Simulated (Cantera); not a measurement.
What does this Cantera script print?

```python
import numpy as np
import cantera as ct

gas = ct.Solution("gri30.yaml")
gas.TPX = 2375, 1900, {'CH4': 0.045, 'H2': 1, 'H': 0.013}
reactor = ct.IdealGasConstPressureReactor(gas, energy="off", clone=False)
net = ct.ReactorNet([reactor])
net.rtol, net.atol = 1e-08, 1e-18
show = ['CH4', 'H2', 'H', 'C2H6', 'C2H2', 'CH3']
times = np.geomspace(0.0003, 80, 13)

steps = ct.SolutionArray(gas, extra=["t"])
rows = []
print(f"{'t/s':>10s}{'T/K':>9s}{'P/Pa':>11s}" + "".join(f"{s:>11s}" for s in show))
for t in times:
    while net.time < t:
        t_next = net.step()
        steps.append(gas.state, t=t_next)
    rows.append([np.interp(t, steps.t, y) for y in (steps.T, steps.P, *steps(*show).X.T)])
    print(f"{t:10.3e}{rows[-1][0]:9.1f}{rows[-1][1]:11.4g}" + "".join(f"{x:11.3e}" for x in rows[-1][2:]))
rate = np.gradient(steps.T, steps.t)
print("integrator steps:", len(steps.t))
if steps.T.max() > steps.T[0] + 200:
    print(f"time of steepest temperature rise: {steps.t[rate.argmax()]:.4e} s")
gas.TPX = 2375, 1900, {'CH4': 0.045, 'H2': 1, 'H': 0.013}
gas.equilibrate("TP")
print(f"equilibrium (TP): T = {gas.T:.1f} K  " + "  ".join(f"{s} {gas[s].X[0]:.3e}" for s in show))
```

Output:

```
       t/s      T/K       P/Pa        CH4         H2          H       C2H6       C2H2        CH3
 3.000e-04   2375.0       1900  3.191e-02  9.471e-01  1.204e-02  4.818e-06  1.077e-03  7.405e-03
 8.497e-04   2375.0       1900  2.262e-02  9.465e-01  1.742e-02  3.752e-06  5.365e-03  7.602e-03
 2.407e-03   2375.0       1900  9.083e-03  9.501e-01  2.277e-02  7.987e-07  1.380e-02  3.993e-03
 6.817e-03   2375.0       1900  1.891e-03  9.489e-01  2.928e-02  4.388e-08  1.871e-02  1.075e-03
 1.931e-02   2375.0       1900  3.097e-04  9.421e-01  3.743e-02  1.450e-09  1.982e-02  2.270e-04
 5.469e-02   2375.0       1900  5.103e-05  9.309e-01  4.903e-02  4.871e-11  1.991e-02  4.953e-05
 1.549e-01   2375.0       1900  1.156e-05  9.115e-01  6.865e-02  3.276e-12  1.972e-02  1.603e-05
 4.388e-01   2375.0       1900  5.941e-06  8.898e-01  9.059e-02  1.069e-12  1.947e-02  1.112e-05
 1.243e+00   2375.0       1900  5.129e-06  8.837e-01  9.681e-02  8.378e-13  1.940e-02  1.033e-05
 3.520e+00   2375.0       1900  5.119e-06  8.836e-01  9.690e-02  8.351e-13  1.940e-02  1.032e-05
 9.972e+00   2375.0       1900  5.119e-06  8.836e-01  9.690e-02  8.351e-13  1.940e-02  1.032e-05
 2.824e+01   2375.0       1900  5.119e-06  8.836e-01  9.690e-02  8.351e-13  1.940e-02  1.032e-05
 8.000e+01   2375.0       1900  5.119e-06  8.836e-01  9.690e-02  8.351e-13  1.940e-02  1.032e-05
integrator steps: 1582
equilibrium (TP): T = 2375.0 K  CH4 5.167e-06  H2 8.836e-01  H 9.689e-02  C2H6 8.499e-13  C2H2 1.940e-02  CH3 1.041e-05
```

Detailed kinetics in Cantera: GRI-Mech 3.0 (53 species, 325 reactions). GRI-Mech 3.0 stops at C3 and has no aromatics, soot or wall deposition, so with more carbon than oxygen in the feed, carbon stays in small species such as C2H2 where larger ones or solid carbon would form. Radical loss at walls, strong at low pressure, is not modelled.
